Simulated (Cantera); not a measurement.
What does this Cantera script print?

```python
import numpy as np
import cantera as ct

gas = ct.Solution("gri30.yaml")


def delay(T, t_max=10):
    gas.TPX = T, 1000000, {'CH3OH': 1, 'O2': 1, 'N2': 3.76}
    reactor = ct.IdealGasConstPressureReactor(gas, clone=False)
    net = ct.ReactorNet([reactor])
    net.rtol, net.atol = 1e-8, 1e-16
    while net.time < t_max:
        t_old, T_old = net.time, reactor.T
        net.step()
        if reactor.T > T + 400:  # ignition: a rise of 400 K
            return t_old + (T + 400 - T_old) / (reactor.T - T_old) * (net.time - t_old)
    return np.nan


taus = []
for T in [1200, 1300, 1400, 1500, 1600, 1700, 1800]:
    taus.append(delay(T))
    print(f"T0 = {T:6g} K   tau = {taus[-1]:.4e} s")
```

Output:

```
T0 =   1200 K   tau = 1.3538e-03 s
T0 =   1300 K   tau = 2.8848e-04 s
T0 =   1400 K   tau = 7.9117e-05 s
T0 =   1500 K   tau = 2.6947e-05 s
T0 =   1600 K   tau = 1.0988e-05 s
T0 =   1700 K   tau = 5.1562e-06 s
T0 =   1800 K   tau = 2.6916e-06 s
```

Computed with Cantera and GRI-Mech 3.0 (53 species, 325 reactions). GRI-Mech 3.0 was tuned for natural gas; its chemistry of methanol as a main component is partial and can be far from experiment.
